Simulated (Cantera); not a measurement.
Feed: 1 mol Si3N4, 1.2 mol H2, held at 8.90 mbar.

These are equilibrium values from Cantera (NASA tables, ideal gas, pure condensed phases), not measurements of a reactor. Candidate condensed phases: Si, Si3N4; 18 gas species. The tables' values for SiN are old estimates; treat these amounts as uncertain. Gases not in the tables: Si2H6 and higher silanes. Equilibrium is a limit: real reactors are often held back by kinetics, nucleation or transport. All values below are at 1650 °C.

Base state: N2 0.622, H2 0.370, H 0.00607, Si 0.00191, SiH 8.95e-5, Si2N 6.32e-5, SiN 4.47e-5, SiH2 2.49e-5 (mole fractions); condensed: Si(l).

What changes in the equilibrium state with this change: 0.096 mol O2 added?


```tsv
species	before	after
N2	0.622	0.587
H2	0.370	0.349
SiO	0	0.0563
SiH2	2.49e-5	2.35e-5
SiH	8.95e-5	8.69e-5
H	0.00607	0.00590
Si(l), mol	2.99	2.80
```
Further candidate phases: H2O, SiO2, Si2N2O.
